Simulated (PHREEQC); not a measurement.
0.093 g of hydrous ferric oxide (600 m²/g; 0.2 weak and 0.005 strong sites per Fe, Dzombak-Morel constants, diffuse double layer) in 1 kg of water with 0.01 mol/kgw of an inert sodium salt and 7.1e-07 mol/kgw Ag2SO4, at 25 °C; the pH is set by adding NaOH or the inert anion's acid. Oxygen alone is held at its pressure in air (log pO2 = -0.68). CO2 from the air is kept out. Precipitation was switched off in this run.

Base run: PHREEQC, ion-association model, wateq4f.dat. Each further column changes one thing. The table gives Ag sorbed (%).

```tsv
pH	base	no electrostatic term (-no_edl)	background salt from 0.01 to 0.001 mol/kgw	oxide from 0.093 to 0.46 g/kgw	0.00018 mol/kgw SrCl2 added
3	0.0	0.0	0.0	0.0	0.0
3.5	0.0	0.0	0.0	0.0	0.0
4.5	0.2	0.0	0.2	0.8	0.1
5	0.6	0.0	0.7	2.8	0.4
5.5	2.0	0.0	2.2	9.0	1.3
6.5	17.2	3.8	18.3	51.1	11.7
7	38.4	22.4	40.0	76.7	27.5
7.5	64.6	59.4	66.0	91.2	43.9
8.5	94.3	(withheld)	94.6	(withheld)	35.9
9	98.1	96.8	98.2	99.7	(withheld)
```

**Question.** Some entries are withheld; supply them.

**Answer.** 
- 8.5, no electrostatic term (-no_edl): 93.8
- 8.5, oxide from 0.093 to 0.46 g/kgw: 99.0
- 9, 0.00018 mol/kgw SrCl2 added: 41.9

The oxide is taken as insoluble; below pH 4 it would dissolve. In at least one series the solution becomes supersaturated in solids that the run did not let form, among them Cerargyrite.
